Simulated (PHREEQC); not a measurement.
PHREEQC input (Pitzer model, pitzer.dat):

```
SOLUTION 1
  temp 30
  units mol/kgw
  pH 7 charge
  S(6) 0.42
  Na 1.21
  Cl 0.26
  C(4) 0.11
END
USE solution 1
INCREMENTAL_REACTIONS false
REACTION 1
  H2O -1
  0 9.886 18.011 24.689 30.178 34.689 38.397 41.444
  43.949 46.007 47.699 49.089 50.232 51.172 51.944 52.578
  53.1 53.528 53.88 54.17 54.408 54.603 54.764 54.896
  55.005 55.094 55.168 55.228 moles
EQUILIBRIUM_PHASES 1
  Burkeite 0 0
  Halite 0 0
  Mirabilite 0 0
  Nahcolite 0 0
  Natron 0 0
  Thenardite 0 0
  Trona 0 0
SELECTED_OUTPUT 1
  -reset false
  -pH true
  -pe true
  -ionic_strength true
  -water true
  -activities H2O
  -totals C Cl Na S
  -molalities H+ Na+ Cl- CO3-2 SO4-2 OH- HCO3- CO2 HSO4-
  -equilibrium_phases Burkeite Halite Mirabilite Nahcolite Natron Thenardite Trona
PRINT
  -reset false
END
```

Selected output (columns that matter, 14 of 28 rows; water left (kg) added in front):

```
water left (kg)	pH	mu	C	Cl	Na	S	m_H+	m_Na+	m_Cl-	m_SO4-2	la_H2O	Halite	Nahcolite	Thenardite
1	7.6987	1.6316	0.11	0.26	1.21	0.42	3.8526e-08	1.21	0.26	0.42	-0.011879	0	0	0
0.675513	7.6055	2.4153	0.16284	0.38489	1.7912	0.62175	4.6625e-08	1.7912	0.38489	0.62175	-0.017349	0	0	0
0.45631	7.494	3.5753	0.24106	0.56979	2.6517	0.92043	5.4273e-08	2.6517	0.56979	0.92043	-0.025674	0	0	0
0.308233	7.3604	5.2923	0.35687	0.84352	3.9256	1.3626	5.7337e-08	3.9256	0.84352	1.3626	-0.038931	0	0	0
0.208203	7.2006	7.8336	0.52833	1.2488	5.8116	2.0173	4.9114e-08	5.8116	1.2488	2.0173	-0.061315	0	0	0
0.140635	7.1349	9.0562	0.45677	1.8488	6.8035	2.249	3.6301e-08	6.8035	1.8488	2.249	-0.079632	0	0.045763	0.10371
0.094997	7.1492	8.3014	0.36044	2.7369	6.5644	1.7335	2.817e-08	6.5644	2.7369	1.7335	-0.088272	0	0.075759	0.25532
0.0527279	7.1237	7.5944	0.19921	4.931	6.7713	0.82055	1.4021e-08	6.7713	4.931	0.82054	-0.11902	0	0.099496	0.37673
0.0356117	7.1059	7.6604	0.16998	5.5211	7.0024	0.65569	1.1592e-08	7.0024	5.5211	0.65569	-0.1302	0.063384	0.10395	0.39665
0.024045	7.1059	7.6604	0.16998	5.5211	7.0024	0.65569	1.1592e-08	7.0024	5.5211	0.65569	-0.1302	0.12725	0.10591	0.40423
0.0162437	7.1059	7.6604	0.16998	5.5211	7.0024	0.65569	1.1592e-08	7.0024	5.5211	0.65569	-0.1302	0.17032	0.10724	0.40935
0.0109648	7.1059	7.6604	0.16998	5.5211	7.0024	0.65569	1.1592e-08	7.0024	5.5211	0.65569	-0.1302	0.19946	0.10814	0.41281
0.0073975	7.1059	7.6604	0.16998	5.5211	7.0024	0.65569	1.1592e-08	7.0024	5.5211	0.65569	-0.1302	0.21916	0.10874	0.41515
0.00498326	7.1059	7.6604	0.16998	5.5211	7.0024	0.65569	1.1592e-08	7.0024	5.5211	0.65569	-0.1302	0.23249	0.10915	0.41673
```
